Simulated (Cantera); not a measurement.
Charge: 1 mol Si₃N₄, 0.15 mol N₂O, 400 mol N₂, at 1473.15 K and 84.0 mbar.

Cantera equilibrium calculation (NASA polynomials, part measured and part estimated; ideal gas, pure solids and liquids). Candidate condensed phases: Si, SiO₂, Si₂N₂O, Si₃N₄; 16 gas species. Mutual solubility and eutectic melting of coexisting phases are not modelled. The numbers say what is thermodynamically allowed, not how fast it happens.

Base state: N₂ 1.00 (mole fractions); condensed: Si₂N₂O(s) + Si₃N₄(s).

Q: What changes in the equilibrium state with this change: temperature from 1473.15 K to 1948 K?

A: 
| species | before | after |
|---|---|---|
| N₂ | 1.00 | 0.999 |
| SiO | 3.66e-7 | 0.000374 |
| Si | <1e-9 | 0.000271 |
| Si₂N | <1e-9 | 3.14e-5 |
| SiN | <1e-9 | 2.32e-5 |
| Si₂N₂O(s), mol | 0.150 | 0 |
| Si₃N₄(s), mol | 0.900 | 0.901 |
The tables' values for SiN are old estimates; treat these amounts as uncertain.
